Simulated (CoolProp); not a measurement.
A simple Rankine cycle with R236EA: condensing at 332.15 K, boiler at 1.74 MPa, turbine inlet 411 K, turbine efficiency 0.7, pump efficiency 0.7, no recuperator. Each further row changes one setting.

Values from CoolProp's reference Helmholtz-energy equation of state, Rui 2013.

```tsv
case	thermal efficiency (%)	net work (kJ/kg)	heat in (kJ/kg)	turbine exit temperature (K)	volume ratio over the turbine
as stated	6.4	12.9	202	385.2	3.22
condensing temperature 324.15 K	7.4	15.8	213	380.9	4.05
boiler pressure 1.22 MPa	4.5	9.38	209	___	2.15
turbine efficiency 0.6	5.4	10.9	202	___	___
```

Problem. What belongs in the gaps?

Solution. 
- boiler pressure 1.22 MPa, turbine exit temperature (K): 395.1
- turbine efficiency 0.6, turbine exit temperature (K): 387.2
- turbine efficiency 0.6, volume ratio over the turbine: 3.24
